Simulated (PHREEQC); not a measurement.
A solution holds 0.0014 mol/kgw CuCl2, 0.00023 mol/kgw HBF4 and 0.011 mol/kgw KCl, at 92 °C. Closed to the air; pH follows from the charge balance.

All values are PHREEQC results (ion-association model, wateq4f.dat), not measurements.

No solid was allowed to form.

Problem. Order these Cu species by the share of Cu that they hold, largest first: CuCl+, Cu+2, CuF+, CuCl2.

Solution. Cu+2 (76 %), CuCl+ (24 %), CuF+ (0.47 %), CuCl2 (0.23 %)

The pH is 3.50 and the ionic strength 0.0149 mol/kgw. Complexes and solids missing from the database can't appear. Constants without temperature data keep their 25 °C values here. Real BF4- forms and hydrolyses slowly; the run takes it at equilibrium.
